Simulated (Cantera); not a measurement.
**Equilibrium for hydrogen reduction and annealing atmospheres: PbO + H2 + N2**

A closed system holds: 1 mol PbO, a varied amount of H2, 5.2 mol N2, equilibrated at 1698.15 K and 30.0 mbar.

Equilibrium computed with Cantera from the NASA thermochemical tables; the gas is ideal and each condensed phase is pure. Candidate condensed phases: H2O, Pb, PbO, PbO2, Pb3O4; 27 gas species. The numbers say what is thermodynamically allowed, not how fast it happens.

From 12 mol H2 to 1300 mol H2 nothing is condensed. The main Pb-bearing gas is Pb throughout.

```json
[
 {"n(H2) (mol)": "12", "log p H2": "-1.74", "log p N2": "-2.07", "log p Pb": "-2.78", "log p H2O": "-2.78", "log p H": "-4.71", "log p PbO": "-6.74", "log p OH": "-7.04", "log p Pb2": "-7.59"},
 {"n(H2) (mol)": "19", "log p H2": "-1.67", "log p N2": "-2.21", "log p Pb": "-2.92", "log p H2O": "-2.92", "log p H": "-4.67", "log p PbO": "-7.09", "log p OH": "-7.22", "log p Pb2": "-7.87"},
 {"n(H2) (mol)": "30", "log p H2": "-1.62", "log p N2": "-2.37", "log p Pb": "-3.08", "log p H2O": "-3.08", "log p H": "-4.65", "log p PbO": "-7.46", "log p OH": "-7.40", "log p Pb2": "-8.18"},
 {"n(H2) (mol)": "48", "log p H2": "-1.59", "log p N2": "-2.54", "log p Pb": "-3.26", "log p H2O": "-3.26", "log p H": "-4.63", "log p PbO": "-7.84", "log p OH": "-7.59", "log p Pb2": "-8.53"},
 {"n(H2) (mol)": "77", "log p H2": "-1.56", "log p N2": "-2.73", "log p Pb": "-3.44", "log p H2O": "-3.44", "log p H": "-4.62", "log p PbO": "-8.24", "log p OH": "-7.79", "log p Pb2": "-8.91"},
 {"n(H2) (mol)": "120", "log p H2": "-1.55", "log p N2": "-2.91", "log p Pb": "-3.62", "log p H2O": "-3.62", "log p H": "-4.61", "log p PbO": "-8.61", "log p OH": "-7.98", "log p Pb2": "-9.27"},
 {"n(H2) (mol)": "200", "log p H2": "-1.54", "log p N2": "-3.12", "log p Pb": "-3.84", "log p H2O": "-3.84", "log p H": "-4.61", "log p PbO": "-9.05", "log p OH": "-8.20", "log p Pb2": "-9.69"},
 {"n(H2) (mol)": "320", "log p H2": "-1.53", "log p N2": "-3.32", "log p Pb": "-4.04", "log p H2O": "-4.04", "log p H": "-4.61", "log p PbO": "-9.46", "log p OH": "-8.40", "log p Pb2": "-10.09"},
 {"n(H2) (mol)": "510", "log p H2": "-1.53", "log p N2": "-3.52", "log p Pb": "-4.24", "log p H2O": "-4.24", "log p H": "-4.60", "log p PbO": "-9.86", "log p OH": "-8.60", "log p Pb2": "-10.49"},
 {"n(H2) (mol)": "820", "log p H2": "-1.53", "log p N2": "-3.72", "log p Pb": "-4.44", "log p H2O": "-4.44", "log p H": "-4.60", "log p PbO": "-10.27", "log p OH": "-8.80", "log p Pb2": "-10.90"},
 {"n(H2) (mol)": "1300", "log p H2": "-1.53", "log p N2": "-3.92", "log p Pb": "-4.64", "log p H2O": "-4.64", "log p H": "-4.60", "log p PbO": "-10.67", "log p OH": "-9.00", "log p Pb2": "-11.30"}
]
```
log p: log10 of the partial pressure in bar; nothing condenses.
